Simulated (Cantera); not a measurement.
A closed system holds: 1 mol Cu2O, 12 mol H2, 24 mol N2, at 52000 Pa.

Cantera equilibrium calculation (NASA polynomials, part measured and part estimated; ideal gas, pure solids and liquids). Candidate condensed phases: Cu, CuO, Cu(OH)2, Cu2O, H2O; 27 gas species. Kinetics and transport are ignored.

Which condensed phases are stable at each of these points (T (°C)): 727, 927, 1127, 1327, 1527, 1727, 1927?


| T (°C) | condensed phases | Cu condensed (%) |
|---|---|---|
| 727 | Cu(s) | 100.0 |
| 927 | Cu(s) | 100.0 |
| 1127 | Cu(l) | 100.0 |
| 1327 | Cu(l) | 99.9 |
| 1527 | Cu(l) | 98.1 |
| 1727 | Cu(l) | 84.8 |
| 1927 | Cu(l) | 14.4 |

From 727 °C to 927 °C the condensed part is Cu(s). From 1127 °C to 1927 °C the condensed part is Cu(l).
